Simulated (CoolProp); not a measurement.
A single-stage vapour-compression cycle with C2F6 (R116): evaporating at 217.15 K (dew point), condensing at 255.15 K (bubble point), superheat 10 K, subcooling 0 K, compressor efficiency 0.6, no pressure losses. Each further row changes one setting.

Values from CoolProp's reference Helmholtz-energy equation of state, Lemmon 2006. It is a short technical equation, of lower accuracy than the large ones.

```csv
case,cooling COP,pressure ratio,discharge temperature (K),refrigerating effect (kJ/kg),volumetric capacity (kJ/m³)
as stated,?,3.84,277.0,72.3,1660
evaporating temperature 222.15 K,3.09,?,275.0,74.9,2100
condensing temperature 250.15 K,3.08,3.30,271.2,78.1,1800
subcooling 5 K,2.74,3.84,277.0,78.1,1800
superheat 20 K,2.61,3.84,287.5,79.3,1730
compressor efficiency 0.5,?,3.84,283.8,72.3,1660
```

**Question.** Some entries are withheld; supply them.

**Answer.** 
- as stated, cooling COP: 2.53
- evaporating temperature 222.15 K, pressure ratio: 3.13
- compressor efficiency 0.5, cooling COP: 2.11
